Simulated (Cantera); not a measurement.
Charge: 1 mol H2S, 1.3 mol H2O, 0.039 mol O2, 0.65 mol SO2, equilibrated at 0.00880 bar.

These are equilibrium values from Cantera (NASA tables, ideal gas, pure condensed phases), not measurements of a reactor. Candidate condensed phases: H2O, H2SO4, S; 19 gas species. Rates play no part. All values below are at 2627 °C.

Base state: H 0.404, SO 0.130, O 0.110, H2 0.109, S 0.0944, OH 0.0479, H2O 0.0421, SO2 0.0386 (mole fractions); condensed: gas only.

### Question
What changes in the equilibrium state with this change: H2O from 1.3 to 0.76 mol?

### Answer
```
species   before    after
-------  -------  -------
H          0.404    0.389
SO         0.130    0.152
S         0.0944    0.126
O2        0.0170   0.0131
H2O       0.0421   0.0341
OH        0.0479   0.0404
O          0.110   0.0967
H2         0.109    0.101
SO2       0.0386   0.0395
S2       0.00225  0.00397
S2O      2.59e-5  4.01e-5
SH       0.00440  0.00562
H2S      5.29e-5  6.50e-5
```
